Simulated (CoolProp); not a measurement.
Methane along the isotherm 124.1 K: Z from the reference equation and from simpler models built on Tc = 190.6 K, pc = 4.599 MPa, ω = 0.011; each cubic takes its own stable root.

Model: reference Helmholtz-energy equation of state, Setzmann 1991, in CoolProp.

```csv
p (MPa),phase,reference,van der Waals,Redlich-Kwong
0.0727,gas,0.9815,0.9872,0.9821
0.11,gas,0.9716,0.9804,0.9727
0.165,gas,0.9567,0.9704,0.9585
0.377,liquid,0.01452,0.9295,0.01448
0.568,liquid,0.02186,0.8892,0.02181
0.857,liquid,0.03296,0.04809,0.03287
1.29,liquid,0.04955,0.07216,0.04939
1.95,liquid,0.07476,0.1086,0.07448
2.94,liquid,0.1124,0.1626,0.1119
4.44,liquid,0.1690,0.2434,0.1682
6.7,liquid,0.2536,0.3630,0.2519
10.1,liquid,0.3791,0.5388,0.3761
15.2,liquid,0.5640,0.7959,0.5587
23,liquid,0.8402,1.178,0.8315
```

At some of these states van der Waals gives the other phase, because its saturation line lies elsewhere.
